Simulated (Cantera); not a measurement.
A perfectly stirred reactor is fed with C₃H₈ : O₂ : N₂ = 1 : 5.81 : 21.9 (molar parts), at 5.00 bar; it is adiabatic with a 450 K inlet, and is followed from long to short residence time, starting on the burning branch (τ in s: 0.088, 0.028, 0.0088, 0.0028, 0.00087, 0.00028, 8.7e-05, 2.8e-05, 8.7e-06).

Detailed kinetics in Cantera: GRI-Mech 3.0 (53 species, 325 reactions). GRI-Mech 3.0 was tuned for natural gas; its chemistry of propane as a main component is partial and can be far from experiment.

One state of this run: T (K) = 1893; x C₃H₈ = 0.000102; x O₂ = 0.0482; x NO₂ = 3.83e-8; x CO = 0.0354; x O = 0.00248; x CH₃ = 0.000166. x: mole fraction; the columns are a selection and need not sum to one.

### Question
Which value of τ (s) does it belong to?
(A) 0.088
(B) 2.8e-5
(C) 0.00087
(D) 0.00028

### Answer
B, 2.8e-5
